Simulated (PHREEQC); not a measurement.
Polishing slurry liquid

Make-up at 25 °C: 0.062 mol/kgw HNO3, 0.012 mol/kgw KNO3 and 0.0032 mol/kgw KH2PO4. Closed to the air; pH follows from the charge balance.

Model: ion-association model, wateq4f.dat, run in PHREEQC.

No solid was allowed to form.

### Question
Estimate the pH.

### Answer
pH 1.30.

### Question
In which forms is P present?

### Answer
H3PO4 85 %, H2PO4- 15 % of the P.

H3PO4, which wateq4f.dat lacks, is added to it with the constant of phreeqc.dat.
